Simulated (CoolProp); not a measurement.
Vapour-liquid equilibrium of R22 (1) + R152A (2) at 0.0805 MPa; x and y are mole fractions of (1).

Values from CoolProp's multi-fluid Helmholtz-energy mixture model, Kamei 1995 and Outcalt 1996; pair parameters Bell 2016.

Task: Give the bubble temperature and the first vapour's composition at x = 0.05, 0.35, 0.95. Is there an azeotrope?

Result: x = 0.05: 243.2 K, y = 0.087; x = 0.35: 238.0 K, y = 0.514; x = 0.95: 228.2 K, y = 0.981. No azeotrope shows between x = 0.05 and 0.95.

Pair parameters are fitted to limited data, so mixtures are less certain than the pure fluids.
